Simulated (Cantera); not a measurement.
What does this Cantera script print?

```python
import numpy as np
import cantera as ct

surf = ct.Interface("diamond.yaml", "diamond_100")
gas, bulk = surf.adjacent["gas"], surf.adjacent["diamond"]
k = surf.kinetics_species_index(bulk.species_names[0])
cover = ["c6HH", "c6H*", "c6*H", "c6**", "c6HM", "c6B"]

rows, drift = [], 0.0
print(f"{'P':>10s}{'um/h':>11s}" + "".join(f"{s:>11s}" for s in cover))
for v in [840, 1500, 2700, 4700, 8400, 15000, 27000, 48000]:
    T, P, xH, xCH3 = 1023, v, 0.0006, 0.0016
    gas.TPX = T, P, {"H": xH, "CH3": xCH3, "CH4": 0.0027, "H2": 1 - xH - xCH3 - 0.0027}
    surf.TP = bulk.TP = T, P
    surf.coverages = "c6H*:0.1, c6HH:0.9"
    surf.advance_coverages(100.0)
    before = surf.coverages
    surf.advance_coverages(100.0)
    drift = max(drift, np.max(np.abs(surf.coverages - before) / (surf.coverages + 1e-9)))
    rate = surf.net_production_rates[k] * bulk.mean_molecular_weight / bulk.density * 3.6e9
    rows.append([rate, *surf[cover].coverages])
    print(f"{v:10.4g}{rate:11.4e}" + "".join(f"{x:11.3e}" for x in rows[-1][1:]))
```

It prints:

```
         P       um/h       c6HH       c6H*       c6*H       c6**       c6HM        c6B
       840 1.1706e+00  4.330e-01  1.461e-02  2.809e-01  4.541e-03  1.876e-01  3.176e-09
      1500 2.7098e+00  3.840e-01  1.286e-02  2.471e-01  3.994e-03  2.491e-01  7.353e-09
      2700 5.9059e+00  3.389e-01  1.124e-02  2.159e-01  3.489e-03  3.059e-01  1.603e-08
      4700 1.1611e+01  3.053e-01  1.003e-02  1.928e-01  3.114e-03  3.480e-01  3.151e-08
      8400 2.2503e+01  2.806e-01  9.147e-03  1.757e-01  2.838e-03  3.791e-01  6.106e-08
   1.5e+04 4.2189e+01  2.647e-01  8.581e-03  1.648e-01  2.661e-03  3.990e-01  1.145e-07
   2.7e+04 7.8158e+01  2.550e-01  8.238e-03  1.581e-01  2.553e-03  4.112e-01  2.121e-07
   4.8e+04 1.4122e+02  2.494e-01  8.046e-03  1.542e-01  2.492e-03  4.182e-01  3.832e-07
```

Cantera simulation using the Harris–Goodwin 1993 mechanism for the reconstructed diamond (100) surface; the numbers are that mechanism's predictions, not measurements.
